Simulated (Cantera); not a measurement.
A closed system holds: 1 mol Ta(OEt)₅, 2.3 mol CH₄, 72 mol H₂, held at 1.90 bar.

Equilibrium computed with Cantera from the NASA thermochemical tables; the gas is ideal and each condensed phase is pure. Candidate condensed phases: C, C₆H₆, C₇H₈, C₈H₁₈, H₂O, Ta, TaC, Ta₂O₅; 113 gas species. The feed counts by its element totals alone. TaC: taken at fixed stoichiometry. Condensed phases not in the tables: Ta₂C. The numbers say what is thermodynamically allowed, not how fast it happens.

Over these rows the condensed part is C(graphite) + TaC(s). Partial pressures as log10 of bar:

| T (K) | 1000/T (1/K) | log p H₂O | log p H₂ | log p CO |
|---|---|---|---|---|
| 1323 | 0.7559 | -2.88 | 0.25 | -1.00 |
| 1423 | 0.7027 | -3.25 | 0.25 | -1.00 |
| 1523 | 0.6566 | -3.58 | 0.25 | -1.00 |
| 1623 | 0.6161 | -3.86 | 0.25 | -1.00 |
| 1723 | 0.5804 | ? | 0.25 | -1.00 |
| 1823 | 0.5485 | -4.34 | 0.25 | -1.00 |

### Question
Fit log p(H₂O) = a + b·(1000/T) to the five rows, give the apparent enthalpy, and predict the row at 1723 K.

### Answer
Means: 1000/T = 0.6560, log p = -3.582. Sxy = 0.178213, Sxx = 0.0253095, so b = 7.04 and a = -3.582 − (7.04)×0.6560 = -8.20.
Apparent enthalpy: −19.145 × (7.04) = -135 kJ/mol. With the condensed phases at unit activity, H₂(g) + CO(g) = H₂O(g) + C(graphite) links this pressure to the main gases: over the six rows their terms move log p by +0.00 in all, so the slope is close to that reaction's ΔH°. The five rows lie within 0.01 of the line.
Prediction at 1723 K: -8.20 + (7.04)×0.5804 = -4.11. The computed value is -4.11, 0.00 from the line.
